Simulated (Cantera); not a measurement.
**SiC + Si + N₂ (sublimation and decomposition of ceramics)**

Input: 1 mol SiC, 0.062 mol Si, a varied amount of N₂, equilibrated at 2450 °C and 263 Torr.

These are equilibrium values from Cantera (NASA tables, ideal gas, pure condensed phases), not measurements of a reactor. Candidate condensed phases: C, Si, SiC, Si₃N₄; 20 gas species. Mutual solubility and eutectic melting of coexisting phases are not modelled. The tables' values for SiN are old estimates; treat these amounts as uncertain. The numbers say what is thermodynamically allowed, not how fast it happens.

From 0.059 mol N₂ to 0.59 mol N₂ the condensed part is Si(l) + SiC(s). From 0.94 mol N₂ to 2.4 mol N₂ the condensed part is SiC(s). From 3.8 mol N₂ to 6 mol N₂ the condensed part is C(graphite) + SiC(s). The main Si-bearing gas is Si throughout. The share of Si in condensed phases is highest at 0.059 mol N₂ (99.3 %) and lowest at 6 mol N₂ (70.6 %).

```
n(N₂) (mol)  log p N₂  log p Si  log p Si₂C  log p SiC₂  log p SiN  log p Si₂  log p Si₂N  log p CN  n Si(l)  n SiC(s)  n C(graphite)
-----------  --------  --------  ----------  ----------  ---------  ---------  ----------  --------  -------  --------  -------------
0.059           -0.50     -1.66       -2.28       -2.81      -3.04      -3.10       -3.15     -3.91   0.0565     0.998              0
0.094           -0.50     -1.66       -2.28       -2.81      -3.04      -3.10       -3.15     -3.91   0.0532     0.997              0
0.15            -0.50     -1.66       -2.28       -2.81      -3.04      -3.10       -3.15     -3.91   0.0480     0.996              0
0.24            -0.50     -1.66       -2.28       -2.81      -3.04      -3.10       -3.15     -3.91   0.0396     0.994              0
0.37            -0.50     -1.66       -2.28       -2.81      -3.04      -3.10       -3.15     -3.91   0.0275     0.990              0
0.59            -0.50     -1.66       -2.28       -2.81      -3.04      -3.10       -3.15     -3.91  0.00691     0.984              0
0.94            -0.49     -1.77       -2.39       -2.70      -3.15      -3.33       -3.37     -3.79        0     0.976              0
1.5             -0.48     -1.91       -2.53       -2.56      -3.28      -3.61       -3.65     -3.65        0     0.960              0
2.4             -0.48     -2.03       -2.64       -2.45      -3.40      -3.84       -3.88     -3.53        0     0.929              0
3.8             -0.48     -2.07       -2.69       -2.40      -3.44      -3.93       -3.96     -3.49        0     0.865         0.0161
6               -0.48     -2.07       -2.69       -2.40      -3.44      -3.93       -3.96     -3.49        0     0.750         0.0613
```
log p: log10 of the partial pressure in bar; n: condensed amount in mol.
